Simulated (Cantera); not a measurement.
Premixed flame

A freely propagating, adiabatic, planar premixed flame of 50.6 % H2, 11.0 % O2, 38.5 % N2, equivalence ratio 2.3, unburnt at 475 K and 280000 Pa; mixture-averaged transport, grid criteria slope 0.08 and curve 0.16, no radiation.

Cantera simulation using the H2/O2 subset of GRI-Mech 3.0, which has no nitrogen chemistry; the numbers are that mechanism's predictions, not measurements. The hydrogen kinetics of GRI-Mech 3.0 are dated; newer H2 mechanisms differ, most at raised pressure. Burning velocities carry a grid error of a few per cent, more on coarse grids.

```tsv
z (mm)	T (K)	u (m/s)	x H2	x O2	x O	x HO2	x OH	x H
-0.328	475	6.26	0.506	0.110	<1e-8	<1e-8	<1e-8	<1e-8
-0.219	475	6.26	0.506	0.110	<1e-8	<1e-8	<1e-8	<1e-8
-0.164	475	6.26	0.506	0.110	<1e-8	1.26e-8	<1e-8	<1e-8
-0.109	476	6.26	0.505	0.110	2.08e-8	8.66e-7	<1e-8	<1e-8
-0.0547	524	6.82	0.498	0.110	9.15e-6	0.000432	5.83e-5	7.97e-5
-0.0273	816	10.3	0.462	0.103	0.000222	0.000453	0.000786	0.00479
0	1218	14.9	0.393	0.0742	0.00143	0.000191	0.00142	0.0257
0.0273	1499	18.3	0.325	0.0329	0.00204	7.66e-5	0.00254	0.0503
0.0547	1642	19.9	0.293	0.0103	0.00122	2.32e-5	0.00280	0.0599
0.109	1761	21.3	0.285	0.00108	0.000501	2.32e-6	0.00283	0.0559
0.219	1864	22.3	0.292	0.000132	0.000302	3.39e-7	0.00267	0.0433
0.438	1956	23.3	0.301	5.94e-5	0.000166	1.74e-7	0.00222	0.0303
0.875	2030	24.0	0.308	2.68e-5	7.58e-5	8.62e-8	0.00163	0.0196
```
x: mole fraction of selected species; z is measured from the peak of heat release.

```
Property                    Result
------------------------  --------
laminar burning velocity  626 cm/s
thermal thickness         0.109 mm
peak x(O)                  0.00211
peak x(HO2)               0.000690
peak x(OH)                 0.00283
peak x(H)                   0.0604
```
